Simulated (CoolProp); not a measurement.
Vapour pressure (kPa) of methanol: the reference equation beside estimates from Tc = 513.4 K, pc = 8216 kPa, ω = 0.565. Clausius-Clapeyron is anchored at 270.6 K with a constant enthalpy of vaporisation of 38.72 kJ/mol.

Computed with CoolProp (reference Helmholtz-energy equation of state, de Reuck 1993).

```json
[
 {"T (K)": "270.6", "reference": "3.448", "Lee-Kesler": "2.424", "Clausius-Clapeyron": "3.448", "Redlich-Kwong": "37.46", "Soave-Redlich-Kwong": "2.427"},
 {"T (K)": "285.6", "reference": "?", "Lee-Kesler": "6.680", "Clausius-Clapeyron": "8.513", "Redlich-Kwong": "72.59", "Soave-Redlich-Kwong": "6.689"},
 {"T (K)": "300.6", "reference": "19.26", "Lee-Kesler": "16.28", "Clausius-Clapeyron": "19.21", "Redlich-Kwong": "129.6", "Soave-Redlich-Kwong": "16.29"},
 {"T (K)": "315.7", "reference": "?", "Lee-Kesler": "35.92", "Clausius-Clapeyron": "40.30", "Redlich-Kwong": "216.8", "Soave-Redlich-Kwong": "35.92"},
 {"T (K)": "330.7", "reference": "76.64", "Lee-Kesler": "72.15", "Clausius-Clapeyron": "78.69", "Redlich-Kwong": "341.6", "Soave-Redlich-Kwong": "72.11"},
 {"T (K)": "345.7", "reference": "138.0", "Lee-Kesler": "134.4", "Clausius-Clapeyron": "145.0", "Redlich-Kwong": "513.4", "Soave-Redlich-Kwong": "134.3"},
 {"T (K)": "360.7", "reference": "?", "Lee-Kesler": "234.5", "Clausius-Clapeyron": "253.9", "Redlich-Kwong": "741.2", "Soave-Redlich-Kwong": "234.6"},
 {"T (K)": "375.7", "reference": "383.1", "Lee-Kesler": "387.2", "Clausius-Clapeyron": "425.1", "Redlich-Kwong": "1034", "Soave-Redlich-Kwong": "388.0"},
 {"T (K)": "390.7", "reference": "598.0", "Lee-Kesler": "609.2", "Clausius-Clapeyron": "684.2", "Redlich-Kwong": "1401", "Soave-Redlich-Kwong": "612.2"},
 {"T (K)": "405.7", "reference": "?", "Lee-Kesler": "919.8", "Clausius-Clapeyron": "1063", "Redlich-Kwong": "1851", "Soave-Redlich-Kwong": "?"},
 {"T (K)": "420.7", "reference": "1314", "Lee-Kesler": "1340", "Clausius-Clapeyron": "1601", "Redlich-Kwong": "2392", "Soave-Redlich-Kwong": "1356"},
 {"T (K)": "435.7", "reference": "1864", "Lee-Kesler": "1894", "Clausius-Clapeyron": "2344", "Redlich-Kwong": "3032", "Soave-Redlich-Kwong": "1924"},
 {"T (K)": "450.7", "reference": "2581", "Lee-Kesler": "2610", "Clausius-Clapeyron": "3345", "Redlich-Kwong": "3779", "Soave-Redlich-Kwong": "?"},
 {"T (K)": "465.8", "reference": "3500", "Lee-Kesler": "3525", "Clausius-Clapeyron": "4676", "Redlich-Kwong": "4646", "Soave-Redlich-Kwong": "3595"},
 {"T (K)": "480.8", "reference": "4638", "Lee-Kesler": "4668", "Clausius-Clapeyron": "6387", "Redlich-Kwong": "5630", "Soave-Redlich-Kwong": "4753"}
]
```

Problem. Fill in the missing entries.

Solution. 
- 285.6, reference: 8.568
- 315.7, reference: 39.95
- 360.7, reference: 235.5
- 405.7, reference: 900.4
- 405.7, Soave-Redlich-Kwong: 927.4
- 450.7, Soave-Redlich-Kwong: 2658

Absolute difference from the reference over all 15 rows, mean and median: Lee-Kesler 6.5 and 2.0 %, Clausius-Clapeyron 14.0 and 11.0 %, Redlich-Kwong 282.4 and 169.9 %, Soave-Redlich-Kwong 7.2 and 3.0 %.
